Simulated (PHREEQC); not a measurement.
Make-up at 25 °C: 0.25 mol CdCl2, 0.01 mol CuCl2, 0.064 mol NaF and 6.1e-05 mol NaCl per kg of water. Closed to the air; pH follows from the charge balance.

Equilibrium calculation in PHREEQC: ion-association model, wateq4f.dat.

This is a speciation only: nothing precipitates in the calculation.

**Question.** Estimate the pH, activity of water, ionic strength.

**Answer.** pH 5.56; activity of water 0.990; ionic strength 0.318 mol/kgw.

**Question.** In which forms is Cu present?

**Answer.** Cu+2 68 %, CuF+ 18 %, CuCl+ 11 %, Cu2(OH)2+2 1.5 %, CuCl2 0.6 % of the Cu.

Saturation is exceeded, for instance for Atacamite, Tenorite (slow to form); the values hold only as long as no solid forms. Complexes and solids missing from the database can't appear.
